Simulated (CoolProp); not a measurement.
A simple Rankine cycle with R365MFC: condensing at 330.15 K, boiler at 1.41 MPa, turbine inlet 453.5 K, turbine efficiency 0.75, pump efficiency 0.7, no recuperator. Each further row changes one setting.

Model: reference Helmholtz-energy equation of state, Lemmon 2016, in CoolProp.

| case | thermal efficiency (%) | net work (kJ/kg) | heat in (kJ/kg) | turbine exit temperature (K) | volume ratio over the turbine |
|---|---|---|---|---|---|
| as stated | 10.5 | 32.5 | 309 | ___ | 8.58 |
| turbine inlet 473.5 K | 10.3 | 34.6 | 336 | ___ | ___ |
| condensing temperature 322.15 K | ___ | 36.8 | 320 | 410.3 | 11.1 |
| boiler pressure 0.987 MPa | 8.9 | 28.2 | 315 | 422.9 | 5.72 |
| turbine efficiency 0.65 | 9.1 | 28.0 | 309 | 418.1 | 8.67 |

Complete the blanks.


- as stated, turbine exit temperature (K): 414.4
- turbine inlet 473.5 K, turbine exit temperature (K): 435.1
- turbine inlet 473.5 K, volume ratio over the turbine: 8.36
- condensing temperature 322.15 K, thermal efficiency (%): 11.5
